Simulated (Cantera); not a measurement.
# Gas-phase reforming

An isothermal, constant-pressure homogeneous reactor starts with 44.8 % CH4, 16.1 % CO2, 39.0 % H2, at 1400 K and 1350 Torr.

Cantera simulation using GRI-Mech 3.0 (53 species, 325 reactions); the numbers are that mechanism's predictions, not measurements. GRI-Mech 3.0 stops at C3 and has no aromatics, soot or wall deposition, so with more carbon than oxygen in the feed, carbon stays in small species such as C2H2 where larger ones or solid carbon would form.

| t (s) | x CH4 | x CO2 | x H2 | x C2H6 | x O2 |
|---|---|---|---|---|---|
| 3.00e-6 | 0.448 | 0.161 | 0.390 | 4.23e-12 | <1e-12 |
| 1.25e-5 | 0.448 | 0.161 | 0.390 | 3.18e-10 | <1e-12 |
| 5.22e-5 | 0.448 | 0.161 | 0.390 | 2.29e-8 | <1e-12 |
| 0.000218 | 0.448 | 0.161 | 0.390 | 1.33e-6 | <1e-12 |
| 0.000909 | 0.448 | 0.161 | 0.390 | 2.16e-5 | <1e-12 |
| 0.00379 | 0.448 | 0.161 | 0.390 | 9.79e-5 | <1e-12 |
| 0.0158 | 0.447 | 0.161 | 0.390 | 0.000205 | <1e-12 |
| 0.0660 | 0.443 | 0.158 | 0.391 | 0.000226 | <1e-12 |
| 0.275 | 0.426 | 0.146 | 0.393 | 0.000240 | <1e-12 |
| 1.15 | 0.367 | 0.105 | 0.400 | 0.000277 | <1e-12 |
| 4.79 | 0.272 | 0.0289 | 0.404 | 0.000352 | <1e-12 |
| 20.0 | 0.256 | 0.0171 | 0.415 | 0.000349 | <1e-12 |
x: mole fraction; the columns are a selection and need not sum to one.

Equilibrium at this temperature and pressure: CH4 0.183, CO2 2.32e-6, H2 0.564, C2H6 0.000132, O2 <1e-12 (gas phase only).
